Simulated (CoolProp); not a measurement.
The numbers come from the reference Helmholtz-energy equation of state, Lemmon 2006 in CoolProp. It is a short technical equation, of lower accuracy than the large ones.

**Question.** Give the vapour pressure (MPa), liquid cp (kJ/(kg K)), vapour Z, surface tension (mN/m) of saturated CH3F (R41) at 178.7 K.

**Answer.** 
```
T (K)  p (MPa)  liquid cp (kJ/(kg K))  vapour Z  surface tension (mN/m)
-----  -------  ---------------------  --------  ----------------------
178.7   0.0381                   2.06     0.977                    18.0
```

Surface tension comes from a separate correlation (Mulero 2012).
